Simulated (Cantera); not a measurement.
Feed: 1 mol Cr, 1.2 mol N₂, equilibrated at 930 Pa.

Method: chemical equilibrium by Gibbs-energy minimisation in Cantera with the NASA 1993 tables (ideal gas, pure condensed phases). Candidate condensed phases: Cr, CrN, Cr₂N; 4 gas species. The numbers say what is thermodynamically allowed, not how fast it happens.

Task: What share of the Cr ends up in condensed phases as a function of T (K), at 2000, 2100, 2200, 2300, 2400, 2500, 2600?

Result: 
```tsv
T (K)	Cr condensed (%)	as
2000	83.2	Cr(s)
2100	33.4	Cr(s)
2200	0.0	-
2300	0.0	-
2400	0.0	-
2500	0.0	-
2600	0.0	-
```
